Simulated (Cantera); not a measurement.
A closed system holds: 1 mol Ti(OiPr)4, 0.37 mol CH4, at 1550 K and 0.248 Torr.

Cantera equilibrium calculation (NASA polynomials, part measured and part estimated; ideal gas, pure solids and liquids). Candidate condensed phases: C, C6H6, C7H8, C8H18, H2O, Ti, TiC, TiO, TiO2, Ti2O3, Ti3O5, Ti4O7; 113 gas species. The feed counts by its element totals alone. TiC: taken at fixed stoichiometry. Equilibrium is a limit: real reactors are often held back by kinetics, nucleation or transport.

Base state: H2 0.785, CO 0.213, H 0.00154, C2H2 (acetylene) 1.26e-5 (mole fractions); condensed: C(graphite) + TiC(s).

**Question.** What changes in the equilibrium state with this change: temperature from 1550 K to 1825 K?

**Answer.** 
```
species            before     after
----------------  -------  --------
H2                  0.785     0.767
CO                  0.213     0.211
H                 0.00154    0.0212
C2H2 (acetylene)  1.26e-5  0.000165
C(graphite), mol     7.37      7.36
TiC(s), mol          1.00     1.000
```

**Question.** What changes in the equilibrium state with this change: Ti(OiPr)4 replaced by Ti?

**Answer.** 
```csv
species,before,after
H2,0.785,0.998
H,0.00154,0.00173
Ti,<1e-9,1.07e-5
CO,0.213,0
C2H2 (acetylene),1.26e-5,<1e-9
"C(graphite), mol",7.37,0
"TiC(s), mol",1.00,0.370
"Ti(β), mol",0,0.630
```
Mutual solubility and eutectic melting of coexisting phases are not modelled. Condensed phases not in the tables: N, O or C dissolved in the metal.
